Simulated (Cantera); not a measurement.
Input: 1 mol TEOS, a varied amount of O2, 0.17 mol H2, equilibrated at 1225 K and 0.00100 bar.

Method: chemical equilibrium by Gibbs-energy minimisation in Cantera with the NASA 1993 tables (ideal gas, pure condensed phases). Candidate condensed phases: C, C6H6, C7H8, C8H18, H2O, Si, SiC, SiO2; 123 gas species. The feed counts by its element totals alone. The tables hold silica as quartz up to 1696 K and as liquid above; real silica turns to tridymite and cristobalite and melts near 1996 K. Equilibrium is a limit: real reactors are often held back by kinetics, nucleation or transport.

Task: Which condensed phases are stable at each of these points (n(O2) (mol)): 0.087, 0.15, 0.27, 0.48, 0.84, 1.5, 2.6, 4.6, 8.1?

Result: 
```tsv
n(O2) (mol)	condensed phases	Si condensed (%)
0.087	C(graphite) + SiO2(β-quartz)	100.0
0.15	C(graphite) + SiO2(β-quartz)	100.0
0.27	C(graphite) + SiO2(β-quartz)	100.0
0.48	C(graphite) + SiO2(β-quartz)	100.0
0.84	C(graphite) + SiO2(β-quartz)	100.0
1.5	C(graphite) + SiO2(β-quartz)	100.0
2.6	C(graphite) + SiO2(β-quartz)	100.0
4.6	SiO2(β-quartz)	100.0
8.1	SiO2(β-quartz)	100.0
```

From 0.087 mol O2 to 2.6 mol O2 the condensed part is C(graphite) + SiO2(β-quartz). From 4.6 mol O2 to 8.1 mol O2 the condensed part is SiO2(β-quartz).
